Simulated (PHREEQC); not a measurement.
A solution holds 2.2 mol NaOH and 1 mol KCl per kg of water, at 15 °C. Closed to the air; pH follows from the charge balance.

Computed with PHREEQC (Pitzer model, pitzer.dat).

Question: The ionic strength comes out as 3.20 mol/kgw. What activity coefficients do Na+, Cl-, OH-, K+ get?

Answer: Na+ 0.67, Cl- 0.56, OH- 0.87, K+ 0.77. Single-ion values are on the MacInnes scale.

This is a speciation only: nothing precipitates in the calculation. In brines, pH and single-ion activities rest on the MacInnes convention.
